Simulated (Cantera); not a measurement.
An isothermal, constant-pressure homogeneous reactor starts with H2 : O2 : N2 = 1.5 : 1 : 7.7 (molar parts), equivalence ratio 0.75, at 823 K and 100000 Pa. Integrator tolerance rtol = 1e-08.

Cantera simulation using GRI-Mech 3.0 (53 species, 325 reactions); the numbers are that mechanism's predictions, not measurements. Below about 950 K walls govern HO2 and H2O2 in real vessels. The temperature is held fixed by assumption; the heat of reaction is taken as removed at once.

Q: What does this change do: temperature 823 to 1200 K?

A: 
```tsv
quantity	before	after
x(H2) at 6.00 s	0.146 (gas-phase equilibrium <1e-12)	1.25e-8 (gas-phase equilibrium 1.25e-8)
x(O2) at 6.00 s	0.0977 (gas-phase equilibrium 0.0265)	0.0265 (gas-phase equilibrium 0.0264)
x(OH) at 6.00 s	2.33e-10 (gas-phase equilibrium 1.30e-9)	2.26e-6 (gas-phase equilibrium 2.25e-6)
x(N2O) at 6.00 s	2.43e-11 (gas-phase equilibrium 1.12e-10)	1.15e-8 (gas-phase equilibrium 5.05e-9)
x(HO2) at 6.00 s	4.07e-6 (gas-phase equilibrium 7.97e-12)	3.57e-9 (gas-phase equilibrium 3.57e-9)
x(H) at 6.00 s	2.54e-9 (gas-phase equilibrium <1e-12)	2.22e-11 (gas-phase equilibrium 2.22e-11)
x(H2O) at 6.00 s	0.000576 (gas-phase equilibrium 0.159)	0.159 (gas-phase equilibrium 0.159)
```
